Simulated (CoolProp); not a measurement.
A closed Brayton cycle with carbon dioxide: compressor inlet 310.15 K and 9.5 MPa, high pressure 21.2 MPa, turbine inlet 620 K, compressor efficiency 0.89, turbine efficiency 0.85, recuperator effectiveness 0.95 (on enthalpy, no pinch check). Each further row changes one setting.

Model: reference Helmholtz-energy equation of state, Span 1996, in CoolProp.

| case | thermal efficiency (%) | net work (kJ/kg) | compressor to turbine work | compressor exit (K) | turbine exit (K) |
|---|---|---|---|---|---|
| as stated | 26.7 | 53.0 | 0.26 | 333.3 | 540.5 |
| turbine inlet 570 K | 24.1 | 45.1 | 0.29 | 333.3 | 493.2 |
| compressor inlet 320.15 K | 24.8 | 43.0 | 0.40 | 369.8 | 540.5 |
| high pressure 18 MPa | 25.3 | 44.5 | 0.24 | 328.1 | 556.6 |
| recuperator effectiveness 0.5 | 16.4 | 53.0 | 0.26 | 333.3 | 540.5 |
